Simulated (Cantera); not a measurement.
Cantera run:

```python
import numpy as np
import cantera as ct

gas_names = """
    AL ALCL ALCL2 ALCL3 ALH ALN AL2 AL2CL6 CL CL2 H HCL H2 N NH NH2 NH3 N2 N2H2 N2H4
""".split()
cond_names = """
    AL(cr) AL(L) ALCL3(s) ALCL3(L) ALN(s) NH4CL(a) NH4CL(b)
""".split()


# ... load() reads the species with a 1 bar reference pressure and builds the phases ...
atoms = {
    'AlN': {'AL': 1, 'N': 1},
    'Cl2': {'CL': 2},
    'H2': {'H': 2},
}
top_T = {'ALN(s)': 2750}  # K; cautious upper limits of use, not melting points


# ... equilibrate(T, P, feed) seeds the gas with the atoms and calls Mixture.equilibrate('TP', solver="vcs", rtol=1e-11, max_steps=5000) ...
results = []
feed = {'AlN': 1, 'Cl2': 0.017, 'H2': 0.28}  # mol
T = 1650  # K
P = 101325  # Pa
mix = equilibrate(T, P, feed)
results.append((T, P, feed, dict(zip(mix.species_names, mix.species_moles))))
x = sorted(zip(gas.X, gas.species_names), reverse=True)
print(f"T = {T:g} K  P = {P:g} Pa  gas = {mix.phase_moles(0):.4g} mol")
print("   x: " + "  ".join(f"{s} {v:.3e}" for v, s in x if v > 1e-06))
print("   condensed (mol): " + ("  ".join(f"{mix.phase(i).name} {mix.phase_moles(i):.4g}"
      for i in range(1, mix.n_phases) if mix.phase_moles(i) > 1e-12) or "none"))
```

It prints:

```
T = 1650 K  P = 101325 Pa  gas = 0.2986 mol
   x: H2 9.149e-01  HCL 4.555e-02  ALCL3 1.912e-02  N2 1.315e-02  ALCL2 3.752e-03  ALCL 3.440e-03  H 8.632e-05  NH3 4.176e-06  CL 3.370e-06
   condensed (mol): ALN(s) 0.9921
```

Method: chemical equilibrium by Gibbs-energy minimisation in Cantera with the NASA 1993 tables (ideal gas, pure condensed phases). The tables' values for AlCl2 are old estimates; treat these amounts as uncertain.
